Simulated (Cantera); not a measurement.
Ignition delay

Mixture: CO : H2 : O2 : N2 = 1 : 0.72 : 1.46 : 5.48 (molar parts), at 2700000 Pa, adiabatic and at constant volume. Ignition delay is the time to a rise of 400 K.

Computed with Cantera and GRI-Mech 3.0 (53 species, 325 reactions). The hydrogen kinetics of GRI-Mech 3.0 are dated; newer H2 mechanisms differ, most at raised pressure. The pressure lies above the range GRI-Mech 3.0 was tuned for (to about 10 atm). Below about 950 K walls govern HO2 and H2O2 in real vessels.

```json
[
 {"T0 (K)": "900", "delay (ms)": "44.2"},
 {"T0 (K)": "1000", "delay (ms)": "3.91"},
 {"T0 (K)": "1100", "delay (ms)": "0.501"},
 {"T0 (K)": "1200", "delay (ms)": "0.0794"},
 {"T0 (K)": "1300", "delay (ms)": "0.0132"},
 {"T0 (K)": "1400", "delay (ms)": "0.00271"},
 {"T0 (K)": "1500", "delay (ms)": "0.00113"},
 {"T0 (K)": "1600", "delay (ms)": "0.000689"},
 {"T0 (K)": "1700", "delay (ms)": "0.000495"}
]
```

```
Item                                                   Result
--------------------------------------------------  ---------
apparent activation energy between 1500 and 1700 K  88 kJ/mol
```
